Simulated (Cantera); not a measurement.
Charge: 1 mol C₂H₆, 0.58 mol NH₃, held at 13.3 mbar.

Method: chemical equilibrium by Gibbs-energy minimisation in Cantera with the NASA 1993 tables (ideal gas, pure condensed phases). Candidate condensed phases: C, C₆H₆, C₇H₈, C₈H₁₈; 110 gas species. Ions and electrons are included (thermal ionisation). Rates play no part.

log p: log10 of the partial pressure in bar; n: condensed amount in mol.

```
T (K)  log p H  log p H₂  log p C  log p N₂  log p C₃  log p N  log p HCN  log p C₂  log p C₂H₂ (acetylene)  log p CN  n C(graphite)
-----  -------  --------  -------  --------  --------  -------  ---------  --------  ----------------------  --------  -------------
2500     -2.60     -2.01    -6.78     -3.13     -6.30    -8.10      -3.72     -7.34                   -3.98     -5.55           1.85
3000     -2.06     -2.51    -4.30     -3.38     -3.51    -6.54      -3.64     -4.50                   -3.72     -4.18           1.01
3500     -1.96     -3.47    -3.12     -3.49     -3.31    -5.40      -4.45     -3.67                   -5.32     -3.75              0
4000     -1.98         ?        ?     -3.52         ?        ?          ?         ?                       ?         ?              0
4500     -1.99         ?    -2.59     -3.56         ?        ?          ?         ?                       ?         ?              0
5000     -1.99     -5.61    -2.59     -3.80     -7.73    -3.38      -7.74     -5.35                  -11.77     -4.63              0
```

Fill in the missing entries.


- 4500, log p H₂: -5.06
- 4500, log p C₃: -6.19
- 4500, log p N: -3.82
- 4500, log p HCN: -6.68
- 4500, log p C₂: -4.65
- 4500, log p C₂H₂ (acetylene): -9.84
- 4500, log p CN: -4.19
- 4000, log p H₂: -4.37
- 4000, log p C: -2.66
- 4000, log p C₃: -4.43
- 4000, log p N: -4.51
- 4000, log p HCN: -5.54
- 4000, log p C₂: -3.89
- 4000, log p C₂H₂ (acetylene): -7.54
- 4000, log p CN: -3.83
